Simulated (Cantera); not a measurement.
# Adiabatic ignition

An adiabatic, constant-pressure homogeneous reactor starts with CH₄ : O₂ : N₂ : H₂O = 1 : 4 : 15 : 3.4 (molar parts), equivalence ratio 0.50, at 1400 K and 22000 Pa.

Cantera simulation using GRI-Mech 3.0 (53 species, 325 reactions); the numbers are that mechanism's predictions, not measurements.

| t (s) | T (K) | x CH₄ | x O₂ | x H₂O | x HO₂ | x N₂O |
|---|---|---|---|---|---|---|
| 3.00e-6 | 1400 | 0.0427 | 0.171 | 0.145 | 6.05e-9 | <1e-12 |
| 9.44e-6 | 1400 | 0.0427 | 0.171 | 0.145 | 1.90e-8 | <1e-12 |
| 2.97e-5 | 1400 | 0.0427 | 0.171 | 0.145 | 5.93e-8 | <1e-12 |
| 9.35e-5 | 1400 | 0.0427 | 0.171 | 0.145 | 1.81e-7 | <1e-12 |
| 0.000294 | 1400 | 0.0427 | 0.171 | 0.145 | 5.14e-7 | 2.24e-12 |
| 0.000926 | 1400 | 0.0427 | 0.171 | 0.145 | 1.16e-6 | 1.69e-11 |
| 0.00292 | 1400 | 0.0426 | 0.171 | 0.145 | 1.65e-6 | 9.42e-11 |
| 0.00917 | 1416 | 0.0389 | 0.168 | 0.148 | 2.51e-5 | 1.56e-9 |
| 0.0289 | 2188 | <1e-12 | 0.0840 | 0.224 | 2.92e-6 | 1.45e-7 |
| 0.0909 | 2187 | <1e-12 | 0.0837 | 0.224 | 2.91e-6 | 1.45e-7 |
| 0.286 | 2185 | <1e-12 | 0.0830 | 0.224 | 2.87e-6 | 1.46e-7 |
| 0.900 | 2180 | <1e-12 | 0.0817 | 0.224 | 2.79e-6 | 1.51e-7 |
x: mole fraction; the columns are a selection and need not sum to one.

The time of steepest temperature rise is 10.6 ms. The temperature at 0.900 s comes out as 2180 K, the equilibrium temperature comes out as 2177 K and the x(CH₄) at 0.900 s comes out as <1e-12 (gas-phase equilibrium <1e-12). The x(O₂) at 0.900 s is 0.0817 (gas-phase equilibrium 0.0808). The x(H₂O) at 0.900 s is 0.224 (gas-phase equilibrium 0.224).
